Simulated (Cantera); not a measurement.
Cantera run:

```python
import numpy as np
import cantera as ct

gas_names = """
    CL CL2 Fe FeCL FeCL2 FeCL3 Fe2CL4 Fe2CL6 H HCL H2 N NH NH2 NH3 N2 N2H2 N2H4
""".split()
cond_names = """
    Fe(a) Fe(c) Fe(d) Fe(L) FeCL2(s) FeCL2(L) FeCL3(s) FeCL3(L) NH4CL(a) NH4CL(b)
""".split()


def load(file, names, dense=False):
    # The tables refer to 1 bar. Condensed volumes are neglected.
    table = {s.name: s for s in ct.Species.list_from_file(file)}
    out = []
    for n in names:
        d = dict(table[n].input_data)
        d["thermo"] = dict(d["thermo"], **{"reference-pressure": 1e5})
        if dense:
            d["equation-of-state"] = {"model": "constant-volume", "density": "1e6 g/cm^3"}
        out.append(ct.Species.from_dict(d))
    return out


gas = ct.Solution(thermo="ideal-gas", species=load("nasa_gas.yaml", gas_names))
cond = {s.name: ct.Solution(thermo="fixed-stoichiometry", species=[s], name=s.name)
        for s in load("nasa_condensed.yaml", cond_names, dense=True)}
atoms = {
    'Fe': {'Fe': 1},
    'HCl': {'H': 1, 'CL': 1},
    'N2': {'N': 2},
}
top_T = {}  # K; cautious upper limits of use, not melting points


def equilibrate(T, P, feed):
    n = {}
    for name, mol in feed.items():
        for a, k in atoms[name].items():
            n[a] = n.get(a, 0.0) + k * mol
    gas.TPX = T, P, n
    mass = sum(n.values()) * gas.mean_molecular_weight
    gas.equilibrate("TP")
    valid = [c for c in cond.values() if c.min_temp <= T <= top_T.get(c.name, c.max_temp)]
    mix = ct.Mixture([(gas, mass / gas.mean_molecular_weight)] + [(c, 0.0) for c in valid])
    mix.T, mix.P = T, P
    mix.equilibrate("TP", solver="vcs", rtol=1e-11, max_steps=5000)
    return mix


results = []
feed = {'Fe': 1, 'HCl': 0.95, 'N2': 0.16}  # mol
P = 101325  # Pa
for T in [1373, 1398, 1423, 1448, 1473, 1498, 1523, 1548, 1573, 1598, 1623, 1648, 1673]:
    mix = equilibrate(T, P, feed)
    results.append((T, P, feed, dict(zip(mix.species_names, mix.species_moles))))

top = {s: max(r[3][s] / sum(r[3][g] for g in gas_names) for r in results) for s in gas_names}
cols = sorted((s for s in top if top[s] > 1e-06), key=lambda s: -top[s])[:5]
seen = [c for c in cond_names if any(r[3].get(c, 0) > 1e-12 for r in results)]
print("log10 of partial pressures in bar; condensed amounts in mol")
print(f"{'T/K':>10s}" + "".join(f"{s[:9]:>10s}" for s in cols + seen))
for T, P, feed, n in results:
    ng = sum(n[g] for g in gas_names)
    print(f"{T:10.4g}" + "".join(f"{np.log10(max(n[s] / ng * P / 1e5, 1e-99)):10.3f}" for s in cols)
          + "".join(f"{n.get(c, 0):10.4g}" for c in seen))
```

Result:

```
log10 of partial pressures in bar; condensed amounts in mol
       T/K       HCL        H2     FeCL2        N2    Fe2CL4     Fe(c)     Fe(d)
      1373    -0.469    -0.574    -0.598    -0.832    -2.150    0.7099         0
      1398    -0.475    -0.571    -0.590    -0.833    -2.230    0.7074         0
      1423    -0.482    -0.567    -0.584    -0.833    -2.309    0.7049         0
      1448    -0.488    -0.564    -0.578    -0.834    -2.386    0.7025         0
      1473    -0.494    -0.561    -0.573    -0.834    -2.460    0.7002         0
      1498    -0.500    -0.558    -0.568    -0.834    -2.533    0.6979         0
      1523    -0.506    -0.555    -0.563    -0.834    -2.604    0.6956         0
      1548    -0.511    -0.552    -0.559    -0.835    -2.673    0.6935         0
      1573    -0.517    -0.549    -0.555    -0.835    -2.740    0.6914         0
      1598    -0.522    -0.547    -0.552    -0.835    -2.805    0.6894         0
      1623    -0.527    -0.544    -0.548    -0.835    -2.868    0.6875         0
      1648    -0.533    -0.542    -0.545    -0.835    -2.930    0.6856         0
      1673    -0.537    -0.539    -0.543    -0.835    -2.989         0    0.6838
```

Equilibrium computed with Cantera from the NASA thermochemical tables; the gas is ideal and each condensed phase is pure.
